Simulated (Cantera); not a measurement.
A closed system holds: 1 mol SrCl₂, 47 mol H₂, held at 0.100 bar.

Equilibrium computed with Cantera from the NASA thermochemical tables; the gas is ideal and each condensed phase is pure. Candidate condensed phases: Sr, SrCl₂; 8 gas species. Equilibrium is a limit: real reactors are often held back by kinetics, nucleation or transport.

Which condensed phases are stable at each of these points (T (K)): 975, 1050, 1125, 1200, 1275, 1350, 1425?


```csv
T (K),condensed phases,Sr condensed (%)
975,SrCl₂(s),100.0
1050,SrCl₂(s),100.0
1125,SrCl₂(s),100.0
1200,SrCl₂(l),99.9
1275,SrCl₂(l),99.7
1350,SrCl₂(l),98.4
1425,SrCl₂(l),93.6
```

From 975 K to 1125 K the condensed part is SrCl₂(s). From 1200 K to 1425 K the condensed part is SrCl₂(l).
